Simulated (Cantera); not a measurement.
Charge: 1 mol Si, 0.013 mol O₂, 12 mol H₂, 0.014 mol CO₂, equilibrated at 1450 K and 0.000300 bar.

These are equilibrium values from Cantera (NASA tables, ideal gas, pure condensed phases), not measurements of a reactor. Candidate condensed phases: C, C₆H₆, C₇H₈, C₈H₁₈, H₂O, Si, SiC, SiO₂; 123 gas species. Mutual solubility and eutectic melting of coexisting phases are not modelled. Rates play no part.

Base state: H₂ 0.995, SiO 0.00438, H 0.000545, CO 9.84e-5, Si 1.03e-5 (mole fractions); condensed: Si(s) + SiC(s).

Q: What changes in the equilibrium state with this change: CO₂ from 0.014 to 0.6 mol?

A: 
| species | before | after |
|---|---|---|
| H₂ | 0.995 | 0.907 |
| SiO | 0.00438 | 0.0615 |
| CO | 9.84e-5 | 0.0312 |
| Si | 1.03e-5 | 2.16e-6 |
| H | 0.000545 | 0.000520 |
| Si(s), mol | 0.934 | 0 |
| SiC(s), mol | 0.0128 | 0.187 |
